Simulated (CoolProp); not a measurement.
Fluoroethane (R161) along the isotherm -15.25 °C: density (kg/m³) from the reference equation and from simpler models built on Tc = 102.1 °C, pc = 50.10 bar, ω = 0.216; each cubic takes its own stable root.

Model: reference Helmholtz-energy equation of state, Wu 2012, in CoolProp.

| p (bar) | phase | reference | van der Waals | Redlich-Kwong | Peng-Robinson |
|---|---|---|---|---|---|
| 0.158 | gas | 0.3555 | 0.3549 | 0.3552 | 0.3554 |
| 0.325 | gas | 0.7343 | 0.7318 | 0.7330 | 0.7337 |
| 0.667 | gas | 1.520 | 1.509 | 1.515 | 1.517 |
| 1.37 | gas | 3.180 | 3.133 | 3.156 | 3.168 |
| 2.81 | liquid | 784.4 | 6.571 | 6.678 | 756.2 |
| 5.77 | liquid | 784.8 | 14.20 | 647.8 | 756.8 |
| 11.9 | liquid | 785.8 | 446.4 | 649.5 | 758.2 |
| 24.3 | liquid | 787.8 | 450.8 | 653.0 | 760.8 |
| 50 | liquid | 791.6 | 458.8 | 659.6 | 766.0 |

At some of these states van der Waals, Redlich-Kwong gives the other phase, because its saturation line lies elsewhere.
